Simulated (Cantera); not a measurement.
## Thermodynamics of carbothermic reduction, feed Fe₂O₃ + CO + H₂ + C

A closed system holds: 1 mol Fe₂O₃, 5.1 mol CO, a varied amount of H₂, 0.82 mol C, equilibrated at 1800 K and 1000 Pa.

Cantera equilibrium calculation (NASA polynomials, part measured and part estimated; ideal gas, pure solids and liquids). Candidate condensed phases: C, C₆H₆, C₇H₈, C₈H₁₈, Fe, Fe(CO)₅, FeO, Fe(OH)₂, Fe(OH)₃, Fe₂O₃, Fe₃O₄, H₂O; 114 gas species. Mutual solubility and eutectic melting of coexisting phases are not modelled. The tables' stoichiometric FeO is somewhat more stable than real wüstite, so its field is too wide. FeO: taken at fixed stoichiometry. Kinetics and transport are ignored.

| n(H₂) (mol) | x CO | x H₂ | x H₂O | x CO₂ | x Fe | x H | x OH | n Fe(δ) | n FeO(l) |
|---|---|---|---|---|---|---|---|---|---|
| 0.57 | 0.812 | 0.0598 | 0.0272 | 0.0968 | 0.00295 | 0.000876 | 2.63e-5 | 0.609 | 1.37 |
| 1.1 | 0.751 | 0.107 | 0.0487 | 0.0895 | 0.00295 | 0.00117 | 3.52e-5 | 0.773 | 1.21 |
| 1.7 | 0.692 | 0.152 | 0.0693 | 0.0824 | 0.00295 | 0.00140 | 4.20e-5 | 0.959 | 1.02 |
| 2.2 | 0.649 | 0.185 | 0.0842 | 0.0774 | 0.00295 | 0.00154 | 4.63e-5 | 1.11 | 0.863 |
| 2.7 | 0.611 | 0.214 | 0.0974 | 0.0729 | 0.00295 | 0.00166 | 4.98e-5 | 1.27 | 0.706 |
| 3.3 | 0.571 | 0.244 | 0.111 | 0.0681 | 0.00295 | 0.00177 | 5.32e-5 | 1.45 | 0.519 |
| 3.8 | 0.542 | 0.267 | 0.122 | 0.0646 | 0.00295 | 0.00185 | 5.56e-5 | 1.61 | 0.362 |
| 4.4 | 0.511 | 0.291 | 0.133 | 0.0609 | 0.00295 | 0.00193 | 5.81e-5 | 1.79 | 0.175 |
| 4.9 | 0.487 | 0.309 | 0.141 | 0.0580 | 0.00295 | 0.00199 | 5.99e-5 | 1.95 | 0.0187 |
| 5.5 | 0.466 | 0.339 | 0.140 | 0.0503 | 0.00295 | 0.00208 | 5.68e-5 | 1.97 | 0 |
| 6 | 0.450 | 0.363 | 0.137 | 0.0446 | 0.00295 | 0.00216 | 5.39e-5 | 1.96 | 0 |
x: gas mole fraction; n: condensed amount in mol.

From 0.57 mol H₂ to 4.9 mol H₂ the condensed part is Fe(δ) + FeO(l). From 5.5 mol H₂ to 6 mol H₂ the condensed part is Fe(δ). The main Fe-bearing gas is Fe throughout.
